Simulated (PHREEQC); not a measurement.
## Phosphoric acid bath

Solution (20 °C): 0.21 mol/kgw H3PO4 and 1.2e-05 mol/kgw H4SiO4. It is in equilibrium with CO2 at log p = -3.4 (atm). Otherwise closed; pH follows from the charge balance.

Equilibrium calculation in PHREEQC: ion-association model, phreeqc.dat.

No solid was allowed to form.

Task: Estimate the pH, specific conductance, ionic strength.

Result: pH 1.45; specific conductance 12300 µS/cm; ionic strength 0.0412 mol/kgw.

Task: In which forms is P present?

Result: H3PO4 80 %, H2PO4- 20 % of the P.
